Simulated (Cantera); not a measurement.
**Thermodynamics of iron carbonyl, mercury and lead vapours, feed HgO + N₂ + H₂**

Feed: 1 mol HgO, 0.15 mol N₂, 4.3 mol H₂, equilibrated at 925 K and 0.0133 bar.

Method: chemical equilibrium by Gibbs-energy minimisation in Cantera with the NASA 1993 tables (ideal gas, pure condensed phases). Candidate condensed phases: H₂O, Hg, HgO; 25 gas species. The numbers say what is thermodynamically allowed, not how fast it happens.

```
Property                             Result
--------------------------------  ---------
x(H₂)                                 0.606
x(H₂O)                                0.183
x(Hg)                                 0.183
x(N₂)                                0.0275
x(NH₃)                              1.04e-6
gas amount                        5.450 mol
log10 activity of Hg(l) (absent)      -4.16
```
